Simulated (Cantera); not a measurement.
Feed: 1 mol HgO, 0.31 mol O2, 26 mol H2, equilibrated at 4.60 mbar.

Method: chemical equilibrium by Gibbs-energy minimisation in Cantera with the NASA 1993 tables (ideal gas, pure condensed phases). Candidate condensed phases: H2O, Hg, HgO; 10 gas species. Kinetics and transport are ignored. All values below are at 1448 K.

Base state: H2 0.903, H2O 0.0600, Hg 0.0370, H 0.000129 (mole fractions); condensed: gas only.

Question: What changes in the equilibrium state with this change: HgO replaced by Fe(CO)5?

Answer: 
| species | before | after |
|---|---|---|
| H2 | 0.903 | 0.820 |
| CO | 0 | 0.160 |
| H2O | 0.0600 | 0.0185 |
| Hg | 0.0370 | 0 |
| Fe | 0 | 1.04e-5 |
| CO2 | 0 | 0.00152 |
| H | 0.000129 | 0.000123 |
| Fe(γ), mol | 0 | 1.000 |
Further candidate phases: C, C6H6, C7H8, C8H18, Fe, Fe(CO)5, FeO, Fe(OH)2, Fe(OH)3, Fe2O3, Fe3O4.
